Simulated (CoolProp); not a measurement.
A single-stage vapour-compression cycle with R236FA: evaporating at 299.15 K (dew point), condensing at 330.15 K (bubble point), superheat 5 K, subcooling 0 K, compressor efficiency 0.9, no pressure losses. Each further row changes one setting.

Model: reference Helmholtz-energy equation of state, Pan 2012, in CoolProp.

| case | cooling COP | pressure ratio | discharge temperature (K) | refrigerating effect (kJ/kg) | volumetric capacity (kJ/m³) |
|---|---|---|---|---|---|
| as stated | 7.14 | 2.51 | 330.2 | 109 | 2030 |
| evaporating temperature 304.15 K | 8.92 | ? | 330.8 | ? | 2450 |
| condensing temperature 325.15 K | 8.85 | ? | ? | 116 | 2150 |
| subcooling 5 K | 7.57 | 2.51 | 330.2 | 116 | 2150 |
| superheat 15 K | ? | 2.51 | 339.6 | 118 | ? |
| compressor efficiency 0.8 | ? | 2.51 | ? | 109 | 2030 |

Q: What belongs in the gaps?

A: 
- evaporating temperature 304.15 K, pressure ratio: 2.13
- evaporating temperature 304.15 K, refrigerating effect (kJ/kg): 113
- condensing temperature 325.15 K, pressure ratio: 2.19
- condensing temperature 325.15 K, discharge temperature (K): 325.9
- superheat 15 K, cooling COP: 7.35
- superheat 15 K, volumetric capacity (kJ/m³): 2100
- compressor efficiency 0.8, cooling COP: 6.35
- compressor efficiency 0.8, discharge temperature (K): 331.9

The compression ends wet for: as stated; subcooling 5 K.
